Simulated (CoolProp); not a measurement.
Values from CoolProp's reference Helmholtz-energy equation of state, Akasaka 2023.

Task: For R1224YDZ, give the phase and the Z, cv (kJ/(kg K)), speed of sound (m/s), fugacity coefficient at -76.05 °C and 8.38 MPa; -43.95 °C and 8.38 MPa; -17.15 °C and 8.38 MPa.

Result: 
- -76.05 °C and 8.38 MPa: liquid; Z 0.468, cv 0.703, speed of sound 1060, fugacity coefficient 7.17e-5
- -43.95 °C and 8.38 MPa: liquid; Z 0.421, cv 0.730, speed of sound 928, fugacity coefficient 0.000914
- -17.15 °C and 8.38 MPa: liquid; Z 0.393, cv 0.761, speed of sound 825, fugacity coefficient 0.00423
